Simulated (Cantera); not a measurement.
## Moist CO burnout

An isothermal, constant-pressure homogeneous reactor starts with 0.344 % CO, 0.325 % O2, 0.983 % H2O, 98.3 % N2, equivalence ratio 0.53, at 898 K and 0.470 bar.

Cantera simulation using GRI-Mech 3.0 (53 species, 325 reactions); the numbers are that mechanism's predictions, not measurements.

| t (s) | x CO | x O2 | x H2O | x NO2 | x HO2 | x CO2 | x H |
|---|---|---|---|---|---|---|---|
| 9.00e-5 | 0.00344 | 0.00325 | 0.00983 | <1e-12 | <1e-12 | <1e-12 | <1e-12 |
| 0.000232 | 0.00344 | 0.00325 | 0.00983 | <1e-12 | <1e-12 | <1e-12 | <1e-12 |
| 0.000596 | 0.00344 | 0.00325 | 0.00983 | <1e-12 | <1e-12 | <1e-12 | <1e-12 |
| 0.00153 | 0.00344 | 0.00325 | 0.00983 | <1e-12 | <1e-12 | <1e-12 | <1e-12 |
| 0.00394 | 0.00344 | 0.00325 | 0.00983 | <1e-12 | <1e-12 | 2.06e-12 | <1e-12 |
| 0.0101 | 0.00344 | 0.00325 | 0.00983 | <1e-12 | 1.65e-12 | 7.53e-12 | <1e-12 |
| 0.0261 | 0.00344 | 0.00325 | 0.00983 | <1e-12 | 1.23e-11 | 3.44e-11 | 1.27e-12 |
| 0.0671 | 0.00344 | 0.00325 | 0.00983 | <1e-12 | 8.03e-11 | 1.93e-10 | 3.51e-12 |
| 0.173 | 0.00344 | 0.00325 | 0.00983 | <1e-12 | 6.26e-10 | 1.64e-9 | 1.61e-11 |
| 0.444 | 0.00344 | 0.00325 | 0.00983 | <1e-12 | 2.01e-8 | 6.00e-8 | 4.58e-10 |
| 1.14 | 0.00342 | 0.00324 | 0.00983 | <1e-12 | 6.28e-7 | 1.79e-5 | 3.38e-8 |
| 2.94 | 0.00329 | 0.00317 | 0.00982 | <1e-12 | 6.95e-7 | 0.000154 | 4.85e-8 |
| 7.56 | 0.00288 | 0.00298 | 0.00981 | 2.38e-12 | 7.16e-7 | 0.000565 | 6.19e-8 |
| 19.4 | 0.00182 | 0.00246 | 0.00980 | 1.13e-11 | 6.29e-7 | 0.00162 | 6.38e-8 |
| 50.0 | 0.000545 | 0.00181 | 0.00983 | 5.25e-11 | 3.96e-7 | 0.00290 | 2.30e-8 |
x: mole fraction; the columns are a selection and need not sum to one.

Equilibrium at this temperature and pressure: CO <1e-12, O2 0.00153, H2O 0.00985, NO2 5.96e-9, HO2 <1e-12, CO2 0.00345, H <1e-12 (gas phase only).
